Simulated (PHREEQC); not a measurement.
Dissolve 0.039 mol/kgw Na2CO3, 0.033 mol/kgw NH4BF4 and 0.0051 mol/kgw NH4Cl at 25 °C. Closed to the air; pH follows from the charge balance.

Equilibrium calculation in PHREEQC: ion-association model, phreeqc.dat.

Precipitation was switched off in this run.

Q: Estimate the pH, density, ionic strength.

A: pH 5.45; density 1.003 g/cm³; ionic strength 0.114 mol/kgw.

Q: In which forms is Na present?

A: Na+ 97 %, NaF 2.7 % of the Na.

Carbamate, which ammonia and carbonate form, is missing from the database. Real BF4- forms and hydrolyses slowly; the run takes it at equilibrium.
